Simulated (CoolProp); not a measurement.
Vapour-liquid equilibrium of n-pentane (1) + cyclohexane (2) at 573 kPa; x and y are mole fractions of (1).

Values from CoolProp's multi-fluid Helmholtz-energy mixture model, Thol 2019 and Zhou 2014; pair parameters Bell 2016.

```json
[
 {"x": "0.05", "bubble temperature, mixture model (°C)": "?", "bubble temperature, Raoult's law (°C)": "147.3", "y, mixture model": "0.123", "y, Raoult's law": "0.132"},
 {"x": "0.2", "bubble temperature, mixture model (°C)": "?", "bubble temperature, Raoult's law (°C)": "135.6", "y, mixture model": "0.401", "y, Raoult's law": "0.428"},
 {"x": "0.35", "bubble temperature, mixture model (°C)": "125.7", "bubble temperature, Raoult's law (°C)": "126.0", "y, mixture model": "0.591", "y, Raoult's law": "0.624"},
 {"x": "0.5", "bubble temperature, mixture model (°C)": "?", "bubble temperature, Raoult's law (°C)": "118.0", "y, mixture model": "0.727", "y, Raoult's law": "0.760"},
 {"x": "0.65", "bubble temperature, mixture model (°C)": "111.2", "bubble temperature, Raoult's law (°C)": "111.2", "y, mixture model": "0.830", "y, Raoult's law": "0.858"},
 {"x": "0.8", "bubble temperature, mixture model (°C)": "105.3", "bubble temperature, Raoult's law (°C)": "105.3", "y, mixture model": "0.912", "y, Raoult's law": "0.930"},
 {"x": "0.95", "bubble temperature, mixture model (°C)": "100.1", "bubble temperature, Raoult's law (°C)": "100.1", "y, mixture model": "0.980", "y, Raoult's law": "0.985"}
]
```

Question: Fill in the missing entries.

Answer: 
- 0.05, bubble temperature, mixture model (°C): 147.1
- 0.2, bubble temperature, mixture model (°C): 135.2
- 0.5, bubble temperature, mixture model (°C): 117.8

The largest gap from Raoult's law is -0.4 K in bubble temperature, at x = 0.2. No azeotrope shows between x = 0.05 and 0.95.

The pair parameters rest on a limited set of measurements; away from them the model extrapolates.
